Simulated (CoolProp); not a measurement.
R236EA along the isobar 50.5 bar: Z from the reference equation and from simpler models built on Tc = 412.4 K, pc = 34.14 bar, ω = 0.368; each cubic takes its own stable root.

The numbers come from the reference Helmholtz-energy equation of state, Rui 2013 in CoolProp.

```json
[
 {"T (K)": "276.6", "phase": "liquid", "reference": "0.2215"},
 {"T (K)": "289.7", "phase": "liquid", "reference": "0.2169"},
 {"T (K)": "302.9", "phase": "liquid", "reference": "0.2131"},
 {"T (K)": "316", "phase": "liquid", "reference": "0.2102"},
 {"T (K)": "329.1", "phase": "liquid", "reference": "0.2082"},
 {"T (K)": "342.3", "phase": "liquid", "reference": "0.2072"},
 {"T (K)": "355.4", "phase": "liquid", "reference": "0.2073"},
 {"T (K)": "368.5", "phase": "liquid", "reference": "0.2088"}
]
```

Q: How far does each simpler model (Soave-Redlich-Kwong, Peng-Robinson) lie from the reference over these 8 states: mean and median of the absolute difference, and the worst?

A: 
- Soave-Redlich-Kwong: mean 9.8 %, median 9.3 %, worst +12.4 % at 368.5 K and 50.5 bar
- Peng-Robinson: mean 2.7 %, median 3.2 %, worst -3.6 % at 289.7 K and 50.5 bar
